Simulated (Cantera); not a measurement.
Feed: 1 mol Fe2O3, 0.86 mol CO, 0.18 mol N2, a varied amount of CH4, at 2100 °C and 0.100 bar.

Cantera equilibrium calculation (NASA polynomials, part measured and part estimated; ideal gas, pure solids and liquids). Candidate condensed phases: C, C6H6, C7H8, C8H18, Fe, Fe(CO)5, FeO, Fe(OH)2, Fe(OH)3, Fe2O3, Fe3O4, H2O; 140 gas species. Each liquid is taken as pure. Mutual solubility and eutectic melting of coexisting phases are not modelled. The tables' stoichiometric FeO is somewhat more stable than real wüstite, so its field is too wide. FeO: taken at fixed stoichiometry. Kinetics and transport are ignored.

x: gas mole fraction; n: condensed amount in mol.

| n(CH4) (mol) | x H2 | x CO | x H2O | x CO2 | x Fe | x N2 | x H | n FeO(l) | n Fe(l) |
|---|---|---|---|---|---|---|---|---|---|
| 0.3 | 0.0868 | 0.412 | 0.201 | 0.164 | 0.0252 | 0.0891 | 0.0130 | 1.94 | 0 |
| 0.37 | 0.123 | 0.428 | 0.194 | 0.116 | 0.0370 | 0.0794 | 0.0155 | 1.91 | 0 |
| 0.44 | ? | 0.430 | 0.182 | ? | ? | ? | ? | 1.87 | 0 |
| 0.54 | 0.196 | 0.422 | 0.164 | 0.0605 | 0.0699 | 0.0619 | 0.0196 | 1.79 | 0 |
| 0.65 | 0.229 | 0.407 | 0.148 | 0.0449 | 0.0908 | 0.0538 | 0.0212 | 1.69 | 0 |
| 0.78 | 0.257 | 0.389 | 0.133 | ? | 0.113 | ? | 0.0224 | ? | 0 |
| 0.95 | 0.275 | 0.371 | 0.134 | 0.0310 | 0.120 | 0.0400 | 0.0232 | 1.28 | 0.165 |
| 1.1 | 0.286 | 0.360 | 0.139 | 0.0301 | 0.120 | 0.0358 | 0.0236 | 1.02 | 0.361 |
| 1.4 | 0.301 | 0.344 | 0.147 | 0.0288 | 0.120 | 0.0297 | 0.0243 | 0.503 | 0.753 |
| 1.7 | 0.314 | 0.333 | 0.150 | 0.0273 | 0.120 | 0.0253 | 0.0248 | 0 | 1.13 |
| 2 | 0.373 | 0.335 | 0.104 | 0.0160 | 0.120 | 0.0221 | 0.0270 | 0 | 1.01 |
| 2.5 | 0.447 | 0.334 | 0.0439 | 0.00563 | 0.120 | 0.0182 | 0.0296 | 0 | 0.810 |

Task: What belongs in the gaps?

Result: 
- 0.78, x CO2: 0.0345
- 0.78, x N2: 0.0464
- 0.78, n FeO(l): 1.55
- 0.44, x H2: 0.156
- 0.44, x CO2: 0.0859
- 0.44, x Fe: 0.0502
- 0.44, x N2: 0.0713
- 0.44, x H: 0.0175
